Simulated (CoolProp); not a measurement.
Saturation properties of ethylene (Tc = 282.4 K, pc = 50.42 bar, ω = 0.087).

Model: reference Helmholtz-energy equation of state, Smukala 2000, in CoolProp.

| T (K) | p (bar) | liquid density (kg/m³) | liquid cp (kJ/(kg K)) |
|---|---|---|---|
| 137 | 0.08970 | 612.0 | 2.410 |
| 141.9 | 0.1404 | 605.5 | 2.407 |
| 146.8 | 0.2124 | 598.9 | 2.405 |
| 151.7 | 0.3118 | 592.3 | 2.404 |
| 156.6 | 0.4454 | 585.6 | 2.405 |
| 161.5 | 0.6211 | 578.8 | 2.408 |
| 166.4 | 0.8472 | 571.9 | 2.413 |
| 171.3 | 1.133 | 564.9 | 2.421 |
| 176.2 | 1.488 | 557.8 | 2.431 |
| 181.1 | 1.924 | 550.6 | 2.445 |
| 186 | 2.450 | 543.2 | 2.461 |
| 190.9 | 3.078 | 535.7 | 2.481 |

It boils at 169.4 K under 1 atm.
